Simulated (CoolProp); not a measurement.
Vapour-liquid equilibrium of R22 (1) + c-C4F8 (RC318) (2) at 50.95 °C; x and y are mole fractions of (1).

Computed with CoolProp (multi-fluid Helmholtz-energy mixture model, Kamei 1995 and Platzer 1990; pair parameters Bell 2016). This equation is an older, rougher fit; its heat capacities, sound speeds and derivatives of the liquid may be far off and weren't checked against measurements.

Q: Give the bubble pressure and the first vapour's composition at x = 0.15, 0.35, 0.95. Is there an azeotrope?

A: x = 0.15: 0.8335 MPa, y = 0.302; x = 0.35: 1.210 MPa, y = 0.611; x = 0.95: 1.961 MPa, y = 0.961. No azeotrope shows between x = 0.05 and 0.95.

The pair parameters rest on a limited set of measurements; away from them the model extrapolates. The gap from Raoult's law changes sign with composition, which may be real or a fault of the pair parameters; it wasn't checked against measurements.
